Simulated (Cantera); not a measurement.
A freely propagating, adiabatic, planar premixed flame of H2 : O2 : N2 = 1 : 0.515 : 1.94 (molar parts), equivalence ratio 0.97, unburnt at 700 K and 0.133 bar; mixture-averaged transport, grid criteria slope 0.08 and curve 0.16, no radiation.

Model: the H2/O2 subset of GRI-Mech 3.0, which has no nitrogen chemistry, integrated in Cantera. Burning velocities carry a grid error of a few per cent, more on coarse grids.

### Question
How do the results move with these cheaper or finer settings: unity-Lewis-number transport; multicomponent transport; multicomponent+Soret transport; grid criteria slope 0.5, curve 1; grid criteria slope 0.25, curve 0.5; grid criteria slope 0.03, curve 0.06?

### Answer
```json
[
 {"setting": "as above", "laminar burning velocity": "821 cm/s", "thermal thickness": "7.30 mm", "peak x(H2O2)": "8.99e-7", "peak x(O)": "0.0182", "grid points": "127"},
 {"setting": "unity-Lewis-number transport", "laminar burning velocity": "515 cm/s", "thermal thickness": "5.18 mm", "peak x(H2O2)": "8.59e-7", "peak x(O)": "0.0181", "grid points": "130"},
 {"setting": "multicomponent transport", "laminar burning velocity": "807 cm/s", "thermal thickness": "7.25 mm", "peak x(H2O2)": "8.98e-7", "peak x(O)": "0.0181", "grid points": "127"},
 {"setting": "multicomponent+Soret transport", "laminar burning velocity": "783 cm/s", "thermal thickness": "7.20 mm", "peak x(H2O2)": "9.05e-7", "peak x(O)": "0.0180", "grid points": "127"},
 {"setting": "grid criteria slope 0.5, curve 1", "laminar burning velocity": "1300 cm/s", "thermal thickness": "13.7 mm", "peak x(H2O2)": "8.67e-7", "peak x(O)": "0.0182", "grid points": "52"},
 {"setting": "grid criteria slope 0.25, curve 0.5", "laminar burning velocity": "984 cm/s", "thermal thickness": "9.27 mm", "peak x(H2O2)": "8.84e-7", "peak x(O)": "0.0184", "grid points": "65"},
 {"setting": "grid criteria slope 0.03, curve 0.06", "laminar burning velocity": "779 cm/s", "thermal thickness": "6.85 mm", "peak x(H2O2)": "9.04e-7", "peak x(O)": "0.0180", "grid points": "266"}
]
```
Unity Lewis numbers drop preferential diffusion, which matters most where H2 and H carry the flame; Soret adds thermal diffusion.
